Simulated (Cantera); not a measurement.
Cantera run, input and output.

```python
import numpy as np
import cantera as ct

surf = ct.Interface("diamond.yaml", "diamond_100")
gas, bulk = surf.adjacent["gas"], surf.adjacent["diamond"]
k = surf.kinetics_species_index(bulk.species_names[0])
cover = ["c6HH", "c6H*", "c6*H", "c6**", "c6HM", "c6B"]

rows, drift = [], 0.0
print(f"{'xH':>10s}{'um/h':>11s}" + "".join(f"{s:>11s}" for s in cover))
for v in [0.0001, 0.0002, 0.0004, 0.00079, 0.0016, 0.0031, 0.0062, 0.012, 0.024]:
    T, P, xH, xCH3 = 1375, 6200, v, 5.6e-05
    gas.TPX = T, P, {"H": xH, "CH3": xCH3, "CH4": 0.0091, "H2": 1 - xH - xCH3 - 0.0091}
    surf.TP = bulk.TP = T, P
    surf.coverages = "c6H*:0.1, c6HH:0.9"
    surf.advance_coverages(100.0)
    before = surf.coverages
    surf.advance_coverages(100.0)
    drift = max(drift, np.max(np.abs(surf.coverages - before) / (surf.coverages + 1e-9)))
    rate = surf.net_production_rates[k] * bulk.mean_molecular_weight / bulk.density * 3.6e9
    rows.append([rate, *surf[cover].coverages])
    print(f"{v:10.4g}{rate:11.4e}" + "".join(f"{x:11.3e}" for x in rows[-1][1:]))
```

It prints:

```
        xH       um/h       c6HH       c6H*       c6*H       c6**       c6HM        c6B
    0.0001 5.9102e-03  6.993e-01  2.832e-02  2.689e-01  3.378e-03  1.285e-05  1.604e-11
    0.0002 2.5600e-02  5.880e-01  3.845e-02  3.650e-01  8.256e-03  1.786e-05  6.947e-11
    0.0004 8.4728e-02  4.933e-01  4.666e-02  4.430e-01  1.673e-02  2.291e-05  2.299e-10
   0.00079 2.0611e-01  4.273e-01  5.188e-02  4.925e-01  2.782e-02  2.800e-05  5.593e-10
    0.0016 3.9124e-01  3.849e-01  5.482e-02  5.203e-01  3.963e-02  3.325e-05  1.062e-09
    0.0031 5.8382e-01  3.620e-01  5.617e-02  5.329e-01  4.861e-02  3.734e-05  1.584e-09
    0.0062 7.8569e-01  3.488e-01  5.686e-02  5.391e-01  5.500e-02  4.001e-05  2.132e-09
     0.012 1.0016e+00  3.422e-01  5.722e-02  5.418e-01  5.867e-02  4.076e-05  2.718e-09
     0.024 1.3141e+00  3.385e-01  5.752e-02  5.430e-01  6.084e-02  3.957e-05  3.566e-09
```

Model: the Harris–Goodwin 1993 mechanism for the reconstructed diamond (100) surface, integrated in Cantera.
